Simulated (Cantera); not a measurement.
**Ignition delay**

Mixture: 9.42 % CH4, 7.63 % CO, 17.4 % O2, 65.5 % N2, at 4430 Torr, adiabatic and at constant volume. Ignition delay is the time to a rise of 400 K.

Detailed kinetics in Cantera: GRI-Mech 3.0 (53 species, 325 reactions).

```json
[
 {"T0 (K)": "1150", "delay (ms)": "33.7"},
 {"T0 (K)": "1225", "delay (ms)": "10.9"},
 {"T0 (K)": "1300", "delay (ms)": "3.87"},
 {"T0 (K)": "1375", "delay (ms)": "1.49"},
 {"T0 (K)": "1450", "delay (ms)": "0.616"}
]
```

| Item | Value |
|---|---|
| apparent activation energy between 1300 and 1450 K | 190 kJ/mol |
